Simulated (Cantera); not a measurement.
Input (Python, Cantera):

```python
import numpy as np
import cantera as ct

gas = ct.Solution("gri30.yaml")
gas.TPX = 2000, 25000, {'C2H6': 1, 'N2': 0.16}
reactor = ct.IdealGasConstPressureReactor(gas, energy="off", clone=False)
net = ct.ReactorNet([reactor])
net.rtol, net.atol = 1e-08, 1e-18
show = ['C2H6', 'H2', 'C2H4', 'H', 'C2H2']
times = np.geomspace(1e-05, 300, 11)

steps = ct.SolutionArray(gas, extra=["t"])
rows = []
print(f"{'t/s':>10s}{'T/K':>9s}{'P/Pa':>11s}" + "".join(f"{s:>11s}" for s in show))
for t in times:
    while net.time < t:
        t_next = net.step()
        steps.append(gas.state, t=t_next)
    rows.append([np.interp(t, steps.t, y) for y in (steps.T, steps.P, *steps(*show).X.T)])
    print(f"{t:10.3e}{rows[-1][0]:9.1f}{rows[-1][1]:11.4g}" + "".join(f"{x:11.3e}" for x in rows[-1][2:]))
rate = np.gradient(steps.T, steps.t)
print("integrator steps:", len(steps.t))
if steps.T.max() > steps.T[0] + 200:
    print(f"time of steepest temperature rise: {steps.t[rate.argmax()]:.4e} s")
gas.TPX = 2000, 25000, {'C2H6': 1, 'N2': 0.16}
gas.equilibrate("TP")
print(f"equilibrium (TP): T = {gas.T:.1f} K  " + "  ".join(f"{s} {gas[s].X[0]:.3e}" for s in show))
```

Result:

```
       t/s      T/K       P/Pa       C2H6         H2       C2H4          H       C2H2
 1.000e-05   2000.0    2.5e+04  2.352e-02  3.000e-01  1.739e-01  5.925e-03  1.045e-01
 5.594e-05   2000.0    2.5e+04  5.932e-04  4.568e-01  4.241e-02  2.063e-03  2.498e-01
 3.129e-04   2000.0    2.5e+04  1.545e-04  5.226e-01  4.231e-03  1.659e-03  2.890e-01
 1.750e-03   2000.0    2.5e+04  2.409e-05  5.916e-01  8.229e-04  2.072e-03  3.066e-01
 9.791e-03   2000.0    2.5e+04  9.177e-07  6.237e-01  3.487e-04  2.494e-03  3.142e-01
 5.477e-02   2000.0    2.5e+04  4.380e-08  6.293e-01  3.329e-04  2.596e-03  3.155e-01
 3.064e-01   2000.0    2.5e+04  2.645e-08  6.297e-01  3.327e-04  2.600e-03  3.156e-01
 1.714e+00   2000.0    2.5e+04  2.644e-08  6.297e-01  3.327e-04  2.600e-03  3.155e-01
 9.587e+00   2000.0    2.5e+04  2.644e-08  6.297e-01  3.327e-04  2.600e-03  3.155e-01
 5.363e+01   2000.0    2.5e+04  2.641e-08  6.297e-01  3.323e-04  2.600e-03  3.151e-01
 3.000e+02   2000.0    2.5e+04  2.626e-08  6.297e-01  3.304e-04  2.600e-03  3.133e-01
integrator steps: 1647
equilibrium (TP): T = 2000.0 K  C2H6 2.414e-08  H2 6.297e-01  C2H4 3.035e-04  H 2.600e-03  C2H2 2.878e-01
```

Computed with Cantera and GRI-Mech 3.0 (53 species, 325 reactions). GRI-Mech 3.0 stops at C3 and has no aromatics, soot or wall deposition, so with more carbon than oxygen in the feed, carbon stays in small species such as C2H2 where larger ones or solid carbon would form.
